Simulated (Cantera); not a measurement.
## Ignition delay

Mixture: CH4 : O2 : N2 : H2O = 1 : 2.25 : 7.42 : 0.77 (molar parts), equivalence ratio 0.89, at 610000 Pa, adiabatic and at constant volume. Ignition delay is the time to a rise of 400 K.

Computed with Cantera and GRI-Mech 3.0 (53 species, 325 reactions).

| T0 (K) | delay (ms) |
|---|---|
| 1273 | 2.87 |
| 1348 | 1.24 |
| 1423 | 0.563 |
| 1498 | 0.266 |
| 1573 | 0.131 |
| 1648 | 0.0674 |
| 1723 | 0.0366 |
| 1798 | 0.0210 |
| 1873 | 0.0127 |

- apparent activation energy between 1723 and 1873 K = 190 kJ/mol
